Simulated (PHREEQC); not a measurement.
2.3 g of hydrous ferric oxide (600 m²/g; 0.2 weak and 0.005 strong sites per Fe, Dzombak-Morel constants, diffuse double layer) in 1 kg of water with 0.3 mol/kgw of an inert sodium salt and 0.00031 mol SrCl2, at 25 °C; the pH is set by adding NaOH or the inert anion's acid. Oxygen alone is held at its pressure in air (log pO2 = -0.68). No CO2 enters from the air. No solid was allowed to form.

Computed with PHREEQC (ion-association model, wateq4f.dat).

```tsv
pH	Sr sorbed (%)	surface charge σ (C/m²)	surface potential ψ (mV)
3	0.0	0.368	125
3.67	0.0	0.360	124
4.33	0.0	?	?
5	0.0	0.269	110
5.67	?	0.191	?
6.33	0.9	0.121	?
7	5.9	0.067	47
7.67	22.1	0.027	21
8.33	40.8	-0.007	?
9	69.7	-0.043	-32
9.67	94.7	-0.088	-58
10.33	99.3	-0.147	?
11	99.9	-0.218	-99
```

Problem. Fill in the missing entries.

Solution. 
- 4.33, surface charge σ (C/m²): 0.331
- 4.33, surface potential ψ (mV): 120
- 5.67, Sr sorbed (%): 0.1
- 5.67, surface potential ψ (mV): 93
- 6.33, surface potential ψ (mV): 71
- 8.33, surface potential ψ (mV): -6
- 10.33, surface potential ψ (mV): -80

Species that the database lacks are ignored. The oxide is taken as insoluble; below pH 4 it would dissolve.
